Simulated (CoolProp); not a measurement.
Vapour-liquid equilibrium of propane (1) + R245fa (2) at 41.65 °C; x and y are mole fractions of (1).

Model: multi-fluid Helmholtz-energy mixture model, Lemmon 2009 and Akasaka 2015; pair parameters Bell 2016, in CoolProp.

**Question.** Give the bubble pressure and the first vapour's composition at x = 0.5, 0.65, 0.8. Is there an azeotrope?

**Answer.** x = 0.5: 1.173 MPa, y = 0.804; x = 0.65: 1.256 MPa, y = 0.835; x = 0.8: 1.338 MPa, y = 0.880. No azeotrope shows between x = 0.05 and 0.95.

The pair parameters rest on a limited set of measurements; away from them the model extrapolates. With so large a gap from Raoult's law the liquid may split in two, which this calculation doesn't test in full.
